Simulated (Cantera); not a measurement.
**Carbon deposition, reforming and gasification: C2H4 + H2O + H2**

A closed system holds: 1 mol C2H4, 0.091 mol H2O, 0.97 mol H2, at 2623.15 K and 230 Pa.

Method: chemical equilibrium by Gibbs-energy minimisation in Cantera with the NASA 1993 tables (ideal gas, pure condensed phases). Candidate condensed phases: C, C6H6, C7H8, C8H18, H2O; 110 gas species. Equilibrium is a limit: real reactors are often held back by kinetics, nucleation or transport.

```yaml
x(H): 0.561
x(H2): 0.408
x(CO): 0.0207
x(C2H2 (acetylene)): 0.00723
x(C3): 0.00134
x(C2H): 0.000916
x(C): 0.000363
x(C2): 0.000126
x(C4H2): 5.32e-5
n(C(graphite)): 1.82 mol
gas_amount: 4.396 mol
```
